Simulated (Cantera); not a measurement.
Hydrocarbon pyrolysis for carbon deposition

An isothermal, constant-pressure homogeneous reactor starts with C₃H₈ : H₂ = 1 : 8.9 (molar parts), at 1373 K and 0.00250 bar.

Detailed kinetics in Cantera: GRI-Mech 3.0 (53 species, 325 reactions). GRI-Mech 3.0 was tuned for natural gas; its chemistry of propane as a main component is partial and can be far from experiment. GRI-Mech 3.0 stops at C3 and has no aromatics, soot or wall deposition, so with more carbon than oxygen in the feed, carbon stays in small species such as C2H2 where larger ones or solid carbon would form. Radical loss at walls, strong at low pressure, is not modelled.

```tsv
t (s)	x C₃H₈	x H₂	x H	x C₂H₂	x CH₃	x CH₄	x CH₂
0.000700	0.0987	0.897	0.000132	2.13e-7	0.00148	0.000711	8.49e-8
0.00170	0.0919	0.891	0.000302	7.65e-6	0.00399	0.00485	6.72e-7
0.00411	0.0648	0.868	0.000747	0.000234	0.00811	0.0266	1.95e-6
0.00998	0.0103	0.823	0.00164	0.00487	0.00674	0.0789	2.26e-6
0.0242	0.000226	0.816	0.000670	0.0171	0.00162	0.0934	4.51e-7
0.0586	7.56e-6	0.818	0.000229	0.0249	0.000527	0.0940	7.59e-8
0.142	1.70e-7	0.819	9.26e-5	0.0310	0.000211	0.0936	1.46e-8
0.345	2.44e-9	0.820	4.17e-5	0.0368	9.41e-5	0.0932	3.16e-9
0.836	5.37e-10	0.822	2.11e-5	0.0431	4.73e-5	0.0926	8.40e-10
2.03	2.48e-10	0.823	1.39e-5	0.0510	3.09e-5	0.0918	3.67e-10
4.91	1.61e-10	0.825	1.43e-5	0.0627	3.13e-5	0.0907	3.77e-10
11.9	1.08e-10	0.828	2.18e-5	0.0772	4.68e-5	0.0891	8.29e-10
28.9	1.60e-10	0.830	3.28e-5	0.0823	6.90e-5	0.0876	1.80e-9
70.0	1.51e-10	0.832	3.35e-5	0.0836	6.78e-5	0.0845	1.80e-9
```
x: mole fraction; the columns are a selection and need not sum to one.

Equilibrium at this temperature and pressure: C₃H₈ <1e-12, H₂ 0.882, H 6.30e-5, C₂H₂ 0.115, CH₃ 3.78e-6, CH₄ 0.00266, CH₂ 1.87e-10 (gas phase only).
